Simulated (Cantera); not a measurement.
Source: NASA polynomial tables (part measured, part estimated), evaluated in Cantera. Values are per mole of reaction as written; species without (g) are pure solids or liquids, kept so even where they would boil at 1 bar.

MgO + CO(g) → Mg(g) + CO₂(g), with ΔH° = 465.4 kJ and ΔS° = 137.8 J/K at 300 K.

Problem. How far is the shortcut ΔG° ≈ ΔH°(300 K) − T·ΔS°(300 K) from the full temperature-dependent value at 600, 650, 700, 750, 800, 850, 900, 950, 1000 K?

Solution. 
```csv
T (K),shortcut (kJ),full (kJ),difference (kJ),difference in log10 K
600,382.7,383.8,-1.1,0.10
650,375.8,377.2,-1.4,0.12
700,368.9,370.7,-1.8,0.14
750,362.0,364.3,-2.3,0.16
800,355.1,357.8,-2.7,0.18
850,348.2,351.4,-3.2,0.20
900,341.3,345.1,-3.7,0.22
950,334.5,338.7,-4.3,0.23
1000,327.6,332.4,-4.8,0.25
```
The shortcut ignores the heat-capacity change of the reaction.
